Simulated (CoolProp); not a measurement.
Propylene at several states: fugacity coefficient from the reference equation and from simpler models built on Tc = 364.2 K, pc = 4.555 MPa, ω = 0.146; each cubic takes its own stable root.

Values from CoolProp's reference Helmholtz-energy equation of state, Lemmon 2013.

| T (K) | p (MPa) | phase | reference | van der Waals | Redlich-Kwong | Soave-Redlich-Kwong | Peng-Robinson |
|---|---|---|---|---|---|---|---|
| 184.6 | 0.0157 | liquid | 0.6166 | [?] | 0.7851 | 0.6060 | 0.6472 |
| 104.7 | 1.97 | liquid | [?] | 0.0005572 | 3.104e-8 | [?] | 1.500e-7 |
| 221.5 | 0.375 | liquid | 0.2196 | [?] | [?] | 0.2186 | [?] |
| 261.5 | 4.03 | liquid | 0.1041 | 0.2578 | 0.1264 | 0.1060 | [?] |

Question: What belongs in the gaps?

Answer: 
- 184.6, van der Waals: 0.9952
- 104.7, reference: 8.615e-8
- 104.7, Soave-Redlich-Kwong: 9.946e-8
- 221.5, van der Waals: 0.9230
- 221.5, Redlich-Kwong: 0.2802
- 221.5, Peng-Robinson: 0.2222
- 261.5, Peng-Robinson: 0.1035

At some of these states van der Waals gives the other phase, because its saturation line lies elsewhere.
